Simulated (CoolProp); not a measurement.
n-decane at several states: density (kg/m³) from the reference equation and from simpler models built on Tc = 617.7 K, pc = 2.101 MPa, ω = 0.488; each cubic takes its own stable root.

The numbers come from the reference Helmholtz-energy equation of state, Lemmon 2006 in CoolProp. It is a short technical equation, of lower accuracy than the large ones.

| T (K) | p (MPa) | phase | reference | van der Waals | Redlich-Kwong | Soave-Redlich-Kwong |
|---|---|---|---|---|---|---|
| 276.8 | 0.0375 | liquid | 743.1 | 392.4 | 584.1 | 606.2 |
| 421.1 | 0.333 | liquid | 627.8 | 15.57 | 491.9 | 528.8 |
| 250.6 | 0.103 | liquid | 763.7 | 400.8 | 597.2 | 616.1 |

At some of these states van der Waals gives the other phase, because its saturation line lies elsewhere.
